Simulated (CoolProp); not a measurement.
Saturation properties of carbon dioxide (Tc = 31.0 °C, pc = 7.377 MPa, ω = 0.224).

Values from CoolProp's reference Helmholtz-energy equation of state, Span 1996.

```tsv
T (°C)	p (MPa)	liquid cp (kJ/(kg K))	liquid viscosity (µPa s)	vapour viscosity (µPa s)
-31.95	[?]	2.059	169	12.2
-28.45	1.504	2.085	160	12.4
-24.85	1.691	2.116	[?]	12.6
-21.25	1.895	2.152	143	12.8
-17.75	2.110	[?]	135	13.1
-14.15	2.349	[?]	127	13.3
-10.55	2.607	2.298	120	13.6
-7.05	2.878	2.364	[?]	13.9
-3.45	3.177	2.446	107	14.2
0.05	[?]	2.544	100	[?]
```

What belongs in the gaps?


- -31.95, p (MPa): 1.336
- -24.85, liquid viscosity (µPa s): 151
- -17.75, liquid cp (kJ/(kg K)): 2.192
- -14.15, liquid cp (kJ/(kg K)): 2.240
- -7.05, liquid viscosity (µPa s): 113
- 0.05, p (MPa): 3.490
- 0.05, vapour viscosity (µPa s): 14.6

Viscosity comes from a separate model (Laesecke 2017).
